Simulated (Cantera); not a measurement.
Charge: 1 mol CO, 0.026 mol O₂, held at 1973.15 K and 0.100 bar.

Cantera equilibrium calculation (NASA polynomials, part measured and part estimated; ideal gas, pure solids and liquids). Candidate condensed phases: C; 12 gas species. Rates play no part.

Base state: CO 0.948, CO₂ 0.0520 (mole fractions); condensed: gas only.

**Question.** What changes in the equilibrium state with this change: O₂ from 0.026 to 0.0085 mol?

**Answer.** 
| species | before | after |
|---|---|---|
| CO | 0.948 | 0.983 |
| CO₂ | 0.0520 | 0.0170 |
